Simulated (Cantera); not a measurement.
Cantera run, input and output.

```python
import numpy as np
import cantera as ct

surf = ct.Interface("diamond.yaml", "diamond_100")
gas, bulk = surf.adjacent["gas"], surf.adjacent["diamond"]
k = surf.kinetics_species_index(bulk.species_names[0])
cover = ["c6HH", "c6H*", "c6*H", "c6**", "c6HM", "c6B"]

rows, drift = [], 0.0
print(f"{'xCH3':>10s}{'um/h':>11s}" + "".join(f"{s:>11s}" for s in cover))
for v in [1e-06, 2.3e-06, 5.3e-06, 1.2e-05, 2.8e-05, 6.5e-05, 0.00015, 0.00035, 0.0008]:
    T, P, xH, xCH3 = 1273, 21000, 0.0011, v
    gas.TPX = T, P, {"H": xH, "CH3": xCH3, "CH4": 0.0025, "H2": 1 - xH - xCH3 - 0.0025}
    surf.TP = bulk.TP = T, P
    surf.coverages = "c6H*:0.1, c6HH:0.9"
    surf.advance_coverages(100.0)
    before = surf.coverages
    surf.advance_coverages(100.0)
    drift = max(drift, np.max(np.abs(surf.coverages - before) / (surf.coverages + 1e-9)))
    rate = surf.net_production_rates[k] * bulk.mean_molecular_weight / bulk.density * 3.6e9
    rows.append([rate, *surf[cover].coverages])
    print(f"{v:10.4g}{rate:11.4e}" + "".join(f"{x:11.3e}" for x in rows[-1][1:]))
```

Output:

```
      xCH3       um/h       c6HH       c6H*       c6*H       c6**       c6HM        c6B
     1e-06 3.6201e-02  4.309e-01  4.441e-02  4.963e-01  2.837e-02  1.391e-05  9.823e-11
   2.3e-06 8.3248e-02  4.308e-01  4.441e-02  4.963e-01  2.836e-02  3.198e-05  2.259e-10
   5.3e-06 1.9176e-01  4.308e-01  4.440e-02  4.963e-01  2.834e-02  7.367e-05  5.203e-10
   1.2e-05 4.3378e-01  4.307e-01  4.439e-02  4.962e-01  2.831e-02  1.667e-04  1.177e-09
   2.8e-05 1.0100e+00  4.306e-01  4.437e-02  4.959e-01  2.823e-02  3.885e-04  2.741e-09
   6.5e-05 2.3332e+00  4.302e-01  4.431e-02  4.953e-01  2.804e-02  8.991e-04  6.331e-09
   0.00015 5.3250e+00  4.292e-01  4.419e-02  4.939e-01  2.761e-02  2.061e-03  1.445e-08
   0.00035 1.2114e+01  4.271e-01  4.392e-02  4.908e-01  2.665e-02  4.733e-03  3.287e-08
    0.0008 2.6238e+01  4.226e-01  4.333e-02  4.843e-01  2.470e-02  1.047e-02  7.120e-08
```

Computed with Cantera and the Harris–Goodwin 1993 mechanism for the reconstructed diamond (100) surface.
